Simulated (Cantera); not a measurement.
Feed: 1 mol Si, 0.67 mol HCl, 0.92 mol H₂, equilibrated at 2100000 Pa.

Equilibrium computed with Cantera from the NASA thermochemical tables; the gas is ideal and each condensed phase is pure. Candidate condensed phases: Si; 19 gas species. The tables' values for SiCl₃ are old estimates; treat these amounts as uncertain. Rates play no part. All values below are at 825 K.

Base state: H₂ 0.854, SiHCl₃ 0.0796, SiCl₄ 0.0559, SiH₂Cl₂ 0.00958, HCl 0.000741, SiH₃Cl 0.000270, SiCl₃ 2.12e-5 (mole fractions); condensed: Si(s).

Question: What changes in the equilibrium state with this change: pressure from 2100000 Pa to 47000 Pa?

Answer: 
```csv
species,before,after
H₂,0.854,0.868
SiCl₄,0.0559,0.0855
SiHCl₃,0.0796,0.0427
SiH₃Cl,0.000270,1.78e-5
SiH₂Cl₂,0.00958,0.00180
SiCl₃,2.12e-5,7.56e-5
"Si(s), mol",0.798,0.817
```

Question: What changes in the equilibrium state with this change: H₂ from 0.92 to 5.7 mol?

Answer: 
```json
[
 {"species": "H₂", "before": "0.854", "after": "0.965"},
 {"species": "SiHCl₃", "before": "0.0796", "after": "0.0213"},
 {"species": "SiCl₄", "before": "0.0559", "after": "0.00889"},
 {"species": "SiCl₃", "before": "2.12e-5", "after": "5.35e-6"},
 {"species": "SiH₂Cl₂", "before": "0.00958", "after": "0.00431"},
 {"species": "HCl", "before": "0.000741", "after": "0.000497"},
 {"species": "Si(s), mol", "before": "0.798", "after": "0.786"}
]
```

Question: What changes in the equilibrium state with this change: pressure from 2100000 Pa to 51000 Pa?

Answer: 
```csv
species,before,after
H₂,0.854,0.868
SiCl₄,0.0559,0.0850
SiHCl₃,0.0796,0.0434
SiH₃Cl,0.000270,1.89e-5
SiH₂Cl₂,0.00958,0.00187
SiCl₃,2.12e-5,7.37e-5
HCl,0.000741,0.00210
"Si(s), mol",0.798,0.817
```
